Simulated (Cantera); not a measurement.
## Counterflow diffusion flame

A counterflow diffusion flame at 0.310 bar, nozzles 20 mm apart: fuel side 91.7 % CO, 3.02 % H₂, 5.32 % CH₄ at 450 K, oxidiser side 25.0 % O₂, 75.0 % N₂ at 350 K, fuel mass flux 0.96 times the oxidiser's; mixture-averaged transport, no radiation.

Detailed kinetics in Cantera: GRI-Mech 3.0 (53 species, 325 reactions). GRI-Mech 3.0 has no aromatics or soot, which form on the fuel side of real flames. The maximum strain rate includes the flame's own expansion and is several times the mean. A flux with no burning solution from the previous one only brackets extinction.

| oxidiser flux (kg/m²/s) | max strain (1/s) | mean strain (1/s) | T max (K) | peak x OH | peak x H | peak x NO | peak x CO | peak x C₂H₂ |
|---|---|---|---|---|---|---|---|---|
| 0.19 | 292 | 72.1 | 1840 | 0.00604 | 0.0137 | 5.52e-5 | 0.917 | 0.00272 |
| 0.27 | 398 | 103 | 1803 | 0.00562 | 0.0145 | 4.42e-5 | 0.917 | 0.00247 |
| 0.38 | 540 | 144 | 1767 | 0.00518 | 0.0151 | 3.42e-5 | 0.917 | 0.00214 |
| 0.55 | 756 | 209 | 1726 | 0.00466 | 0.0155 | 2.42e-5 | 0.917 | 0.00167 |
| 0.78 | 1040 | 296 | 1677 | 0.00408 | 0.0154 | 1.54e-5 | 0.917 | 0.00110 |
| 1.1 | 1420 | 418 | 1607 | 0.00334 | 0.0144 | 8.07e-6 | 0.917 | 0.000506 |
x: mole fraction; the columns are a selection and need not sum to one.

At the next flux tried, 1.6 kg/m²/s, no burning solution was found from the previous one.
